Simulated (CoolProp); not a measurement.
Vapour-liquid equilibrium of hydrogen sulfide (1) + propane (2) at 281.7 K; x and y are mole fractions of (1).

Computed with CoolProp (multi-fluid Helmholtz-energy mixture model, Lemmon 2006 and Lemmon 2009; pair parameters Kunz 2012).

Question: Give the bubble pressure and the first vapour's composition at x = 0.35, 0.8, 0.95. Is there an azeotrope?

Answer: x = 0.35: 11.59 bar, y = 0.580; x = 0.8: 13.72 bar, y = 0.814; x = 0.95: 13.50 bar, y = 0.933. y crosses x between x = 0.8 and 0.95: the model has an azeotrope there.

The pair parameters rest on a limited set of measurements; away from them the model extrapolates.
